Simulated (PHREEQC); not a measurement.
A solution holds 0.015 mol/kgw NH3, 4.2e-05 mol/kgw Na2SiO3 and 0.00039 mol/kgw K2CO3, at 25 °C. Closed to the air; pH follows from the charge balance.

The numbers come from PHREEQC with the ion-association model, phreeqc.dat.

| quantity | before | after |
|---|---|---|
| pH | 10.76 | 10.60 |
| ionic strength (mol/kgw) | 0.00162 | 0.000891 |
| NH4+ (mol/kgw) | 0.000466 | 0.000328 |
| CO3-2 (mol/kgw) | 0.000294 | 0.000131 |
| HCO3- (mol/kgw) | 9.57e-5 | 6.37e-5 |
| SI of Quartz (SiO2) | -1.39 | -1.55 |

Q: Name the change that produced these shifts.
(A) temperature from 25 to 15 °C
(B) temperature from 25 to 85 °C
(C) 0.03 mol/kgw AlCl3 added
(D) NH3 from 0.015 to 0.0225 mol/kgw
(E) diluted 2-fold with water

A: E, diluted 2-fold with water

No solid was allowed to form.
